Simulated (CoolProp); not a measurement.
Vapour-liquid equilibrium of cyclohexane (1) + n-heptane (2) at 396.7 K; x and y are mole fractions of (1).

Values from CoolProp's multi-fluid Helmholtz-energy mixture model, Zhou 2014 and Span 2003; pair parameters Bell 2016.

```json
[
 {"x": "0.05", "bubble pressure (kPa)": "206.8", "y at the bubble point": "0.074", "dew pressure at overall composition x (kPa)": "204.9", "liquid density (mol/L)": "5.962"},
 {"x": "0.125", "bubble pressure (kPa)": "215.6", "y at the bubble point": "0.179", "dew pressure at overall composition x (kPa)": "211.0", "liquid density (mol/L)": "6.087"},
 {"x": "0.2", "bubble pressure (kPa)": "224.3", "y at the bubble point": "0.275", "dew pressure at overall composition x (kPa)": "217.4", "liquid density (mol/L)": "6.216"},
 {"x": "0.275", "bubble pressure (kPa)": "233.1", "y at the bubble point": "0.365", "dew pressure at overall composition x (kPa)": "224.3", "liquid density (mol/L)": "6.350"},
 {"x": "0.35", "bubble pressure (kPa)": "241.7", "y at the bubble point": "0.449", "dew pressure at overall composition x (kPa)": "231.5", "liquid density (mol/L)": "6.491"},
 {"x": "0.425", "bubble pressure (kPa)": "250.3", "y at the bubble point": "0.527", "dew pressure at overall composition x (kPa)": "239.2", "liquid density (mol/L)": "6.637"},
 {"x": "0.5", "bubble pressure (kPa)": "258.8", "y at the bubble point": "0.600", "dew pressure at overall composition x (kPa)": "247.3", "liquid density (mol/L)": "6.790"},
 {"x": "0.575", "bubble pressure (kPa)": "267.3", "y at the bubble point": "0.669", "dew pressure at overall composition x (kPa)": "255.9", "liquid density (mol/L)": "6.949"},
 {"x": "0.65", "bubble pressure (kPa)": "275.6", "y at the bubble point": "0.734", "dew pressure at overall composition x (kPa)": "264.9", "liquid density (mol/L)": "7.117"},
 {"x": "0.725", "bubble pressure (kPa)": "283.8", "y at the bubble point": "0.795", "dew pressure at overall composition x (kPa)": "274.4", "liquid density (mol/L)": "7.292"},
 {"x": "0.8", "bubble pressure (kPa)": "291.9", "y at the bubble point": "0.854", "dew pressure at overall composition x (kPa)": "284.4", "liquid density (mol/L)": "7.475"},
 {"x": "0.875", "bubble pressure (kPa)": "299.9", "y at the bubble point": "0.911", "dew pressure at overall composition x (kPa)": "294.8", "liquid density (mol/L)": "7.668"},
 {"x": "0.95", "bubble pressure (kPa)": "307.9", "y at the bubble point": "0.965", "dew pressure at overall composition x (kPa)": "305.7", "liquid density (mol/L)": "7.870"}
]
```

No azeotrope shows between x = 0.05 and 0.95.

The pair parameters rest on a limited set of measurements; away from them the model extrapolates.
